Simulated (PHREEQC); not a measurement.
**Alkaline etch or developer**

A solution holds 0.0072 mol NaOH, 0.0034 mol NaAlO2 and 0.013 mol K2CO3 per kg of water, at 85 °C. Closed to the air; pH follows from the charge balance.

Equilibrium calculation in PHREEQC: ion-association model, wateq4f.dat.

Each row changes one thing in this solution. No solid was allowed to form.

```csv
case,pH,ionic strength (mol/kgw),CO3-2 (mol/kgw),Na+ (mol/kgw),NaCO3- (mol/kgw),HCO3- (mol/kgw),SI of Boehmite (AlOOH),SI of Gibbsite (Al(OH)3)
as made,10.39,0.0388,0.00661,0.00623,0.00437,0.00202,-0.50,-0.68
NaOH left out,10.08,0.0350,0.00703,0.00192,0.00148,0.00448,-0.19,-0.37
0.023 mol/kgw HNO3 added,6.84,0.0366,9.12e-6,0.0106,1.04e-5,0.0102,+3.05,+2.87
NaOH from 0.0072 to 0.00648 mol/kgw,10.37,0.0385,0.00670,0.00576,0.00411,0.00218,-0.47,-0.66
diluted 100-fold with water,8.80,0.000372,6.23e-6,0.000106,1.38e-7,0.000123,-0.83,-1.02
NaOH from 0.0072 to 0.0036 mol/kgw,10.25,0.0370,0.00699,0.00399,0.00300,0.00300,-0.35,-0.54
K2CO3 from 0.013 to 0.0065 mol/kgw,10.36,0.0237,0.00280,0.00791,0.00268,0.00102,-0.45,-0.64
diluted 5-fold with water,9.91,0.00806,0.00104,0.00183,0.000290,0.00127,-0.67,-0.86
0.0004 mol/kgw LiCl added,10.39,0.0392,0.00661,0.00623,0.00436,0.00202,-0.50,-0.68
```

Species that the database lacks are ignored. Some of these states are supersaturated (in Al(OH)3(a), Boehmite (slow to form), for instance). Away from 25 °C the constants follow the database's enthalpies or fits; those with neither stay at their 25 °C values.
